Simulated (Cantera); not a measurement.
Input: 1 mol C2H2, 0.29 mol O2, 0.95 mol H2, at 602 °C and 1 atm.

These are equilibrium values from Cantera (NASA tables, ideal gas, pure condensed phases), not measurements of a reactor. Candidate condensed phases: C, C6H6, C7H8, C8H18, H2O; 110 gas species. The numbers say what is thermodynamically allowed, not how fast it happens.

Base state: H2 0.584, H2O 0.155, CH4 0.151, CO 0.0643, CO2 0.0451 (mole fractions); condensed: C(graphite).

Question: What changes in the equilibrium state with this change: H2 from 0.95 to 86 mol?

Answer: 
```tsv
species	before	after
H2	0.584	0.970
CH4	0.151	0.0234
H2O	0.155	0.00672
CO2	0.0451	1.73e-6
CO	0.0643	9.46e-5
C(graphite), mol	1.51	0
```

Question: What changes in the equilibrium state with this change: temperature from 602 °C to 1002 °C?

Answer: 
| species | before | after |
|---|---|---|
| H2 | 0.584 | 0.764 |
| CO | 0.0643 | 0.228 |
| CH4 | 0.151 | 0.00548 |
| H2O | 0.155 | 0.00206 |
| CO2 | 0.0451 | 0.000370 |
| C(graphite), mol | 1.51 | 1.41 |

Question: What changes in the equilibrium state with this change: temperature from 602 °C to 1275 °C?

Answer: 
```csv
species,before,after
H2,0.584,0.769
CO,0.0643,0.229
CH4,0.151,0.00123
H2O,0.155,0.000219
CO2,0.0451,2.35e-5
H,<1e-9,2.68e-5
C2H2 (acetylene),<1e-9,1.21e-5
"C(graphite), mol",1.51,1.42
```
